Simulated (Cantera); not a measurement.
An adiabatic, constant-pressure homogeneous reactor starts with 3.10 % C3H8, 12.9 % O2, 84.0 % N2, at 1248 K and 28000 Pa.

Model: GRI-Mech 3.0 (53 species, 325 reactions), integrated in Cantera. GRI-Mech 3.0 was tuned for natural gas; its chemistry of propane as a main component is partial and can be far from experiment.

**Question.** Predict: time of steepest temperature rise; temperature at 0.200 s; equilibrium temperature; x(O2) at 0.200 s; x(N2O) at 0.200 s; x(OH) at 0.200 s; x(HO2) at 0.200 s.

**Answer.** 
| Item | Value |
|---|---|
| time of steepest temperature rise | 6.25 ms |
| temperature at 0.200 s | 2376 K |
| equilibrium temperature | 2376 K |
| x(O2) at 0.200 s | 0.00172 (gas-phase equilibrium 0.00171) |
| x(N2O) at 0.200 s | 4.83e-8 (gas-phase equilibrium 4.86e-8) |
| x(OH) at 0.200 s | 0.00396 (gas-phase equilibrium 0.00395) |
| x(HO2) at 0.200 s | 2.00e-7 (gas-phase equilibrium 1.99e-7) |
